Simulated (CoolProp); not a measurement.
Normal hydrogen at 387.57 K and 0.146 MPa flows at 1.2 m/s in a round tube of 4.6 mm bore and 45 µm roughness, fully developed (64/Re and Nu = 3.66 if laminar; Colebrook and Gnielinski if turbulent). Each further row changes one setting.

Computed with CoolProp (reference Helmholtz-energy equation of state, Leachman 2009).

| case | Reynolds number | Darcy friction factor | pressure drop (Pa/m) | heat-transfer coefficient (W/(m² K)) | mass flow (kg/h) |
|---|---|---|---|---|---|
| as stated | 47.2 | 1.36 | 19.4 | 180 | 0.00655 |
| velocity 2.4 m/s | 94.4 | 0.678 | 38.7 | 180 | 0.0131 |
| diameter 9.2 mm | 94.4 | 0.678 | 4.84 | 89.9 | 0.0262 |

Viscosity comes from a separate model (Muzny 2013). Thermal conductivity comes from a separate model (Assael 2011).
